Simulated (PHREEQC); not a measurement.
Consider water at 25 °C with 39 mmol/kgw ZnCl2 and 0.055 mmol/kgw HBr. Closed to the air; pH follows from the charge balance.

Computed with PHREEQC (ion-association model, phreeqc.dat).

```json
[
 {"quantity": "pH", "before": "4.34", "after": "4.58"},
 {"quantity": "ionic strength (mol/kgw)", "before": "0.111", "after": "0.0871"}
]
```

Q: Which change was made?
A) HBr from 5.5e-05 to 0.00055 mol/kgw
B) ZnCl2 left out
C) ZnCl2 replaced by ZnSO4 at the same molality
D) HBr from 5.5e-05 to 0.00011 mol/kgw

A: C, ZnCl2 replaced by ZnSO4 at the same molality

Precipitation was switched off in this run.
